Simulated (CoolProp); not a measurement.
Isobutene at 293.15 K and 3.83 MPa is throttled through a valve to 2.42 MPa with no heat exchange. Each further row changes one setting.

The numbers come from the reference Helmholtz-energy equation of state, Lemmon 2005 in CoolProp. It is a short technical equation, of lower accuracy than the large ones.

```
case                       temperature change (K)  final density (kg/m³)
-------------------------  ----------------------  ---------------------
as stated                                     [?]                    [?]
outlet pressure 0.726 MPa                     [?]                    [?]
outlet pressure 3.15 MPa                      [?]                    [?]
```

Task: Complete the blanks.

Result: 
- as stated, temperature change (K): +0.4
- as stated, final density (kg/m³): 598
- outlet pressure 0.726 MPa, temperature change (K): +0.9
- outlet pressure 0.726 MPa, final density (kg/m³): 594
- outlet pressure 3.15 MPa, temperature change (K): +0.2
- outlet pressure 3.15 MPa, final density (kg/m³): 599
